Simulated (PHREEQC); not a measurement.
Brine: an equilibrium model

A solution holds 4.7 mol NaBr, 0.0045 mol Na2B4O7 and 0.73 mol NaCl per kg of water, at 25 °C. Closed to the air; pH follows from the charge balance.

Computed with PHREEQC (Pitzer model, pitzer.dat).

Each row changes one thing in this solution. Precipitation was switched off in this run.

```tsv
case	pH	SI of Halite (NaCl)
as made	8.97	-0.97
NaBr replaced by KBr at the same molality	(withheld)	(withheld)
Na2B4O7 from 0.0045 to 0.00045 mol/kgw	8.94	-0.97
NaBr from 4.7 to 5.17 mol/kgw	9.00	(withheld)
NaCl from 0.73 to 0.657 mol/kgw	8.97	(withheld)
diluted 100-fold with water	9.01	(withheld)
Na2B4O7 left out	6.31	-0.97
```

Q: Some entries are withheld; supply them.

A: 
- NaBr replaced by KBr at the same molality, pH: 9.50
- NaBr replaced by KBr at the same molality, SI of Halite (NaCl): -2.08
- NaBr from 4.7 to 5.17 mol/kgw, SI of Halite (NaCl): -0.88
- NaCl from 0.73 to 0.657 mol/kgw, SI of Halite (NaCl): -1.03
- diluted 100-fold with water, SI of Halite (NaCl): -5.16

In brines, pH and single-ion activities rest on the MacInnes convention.
